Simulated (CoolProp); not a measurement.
Vapour-liquid equilibrium of R143a (1) + fluoroethane (R161) (2) at 305.4 K; x and y are mole fractions of (1).

Computed with CoolProp (multi-fluid Helmholtz-energy mixture model, Lemmon and Jacobsen 2000 and Wu 2012; pair parameters Bell 2016).

```
x     bubble pressure (MPa)  y at the bubble point  dew pressure at overall composition x (MPa)  liquid density (mol/L)
----  ---------------------  ---------------------  -------------------------------------------  ----------------------
0.05                  1.143                  0.064                                        1.138                   14.25
0.15                  1.186                  0.185                                        1.174                       ?
0.25                  1.228                  0.298                                        1.210                       ?
0.35                  1.268                  0.404                                        1.248                   13.01
0.45                      ?                  0.505                                        1.286                   12.62
0.55                  1.346                  0.601                                        1.325                   12.25
0.65                  1.384                  0.694                                        1.366                   11.89
0.75                  1.422                  0.785                                        1.408                   11.53
0.85                  1.460                      ?                                        1.450                   11.19
0.95                      ?                  0.958                                        1.495                   10.85
```

Task: What belongs in the gaps?

Result: 
- 0.15, liquid density (mol/L): 13.82
- 0.25, liquid density (mol/L): 13.41
- 0.45, bubble pressure (MPa): 1.307
- 0.85, y at the bubble point: 0.872
- 0.95, bubble pressure (MPa): 1.498

No azeotrope shows between x = 0.05 and 0.95.

Pair parameters are fitted to limited data, so mixtures are less certain than the pure fluids.
